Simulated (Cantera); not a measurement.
Equilibrium for carbothermic reduction: Cu2O + CH4 + H2

Input: 1 mol Cu2O, a varied amount of CH4, 8.1 mol H2, held at 10.0 mbar.

Cantera equilibrium calculation (NASA polynomials, part measured and part estimated; ideal gas, pure solids and liquids). Candidate condensed phases: C, C6H6, C7H8, C8H18, Cu, CuO, Cu(OH)2, Cu2O, H2O; 113 gas species. Kinetics and transport are ignored.

Question: Map the stable condensed phases over T = 1573, 1673, 1773, 1873, 1973, 2073, 2173, 2273, 2373, 2473, 2573 K and n(CH4) in mol = 0.34, 0.46, 0.63, 0.85, 1.1, 1.6, 2.1, 2.8, 3.9, 5.2.

Answer: 
```
T in K \ n(CH4) in mol
         0.34 0.46 0.63 0.85  1.1  1.6  2.1  2.8  3.9  5.2
   2573     A    A    A    A    A    B    B    B    B    B
   2473     A    A    A    A    A    B    B    B    B    B
   2373     A    A    A    A    A    B    B    B    B    B
   2273     A    A    A    A    B    B    B    B    B    B
   2173     A    A    A    A    B    B    B    B    B    B
   2073     A    A    A    A    B    B    B    B    B    B
   1973     A    A    A    A    B    B    B    B    B    B
   1873     C    C    C    C    D    D    D    B    B    B
   1773     C    C    C    C    D    D    D    D    D    D
   1673     C    C    C    C    D    D    D    D    D    D
   1573     C    C    C    C    D    D    D    D    D    D
```
A: gas only; B: C; C: Cu; D: C + Cu.
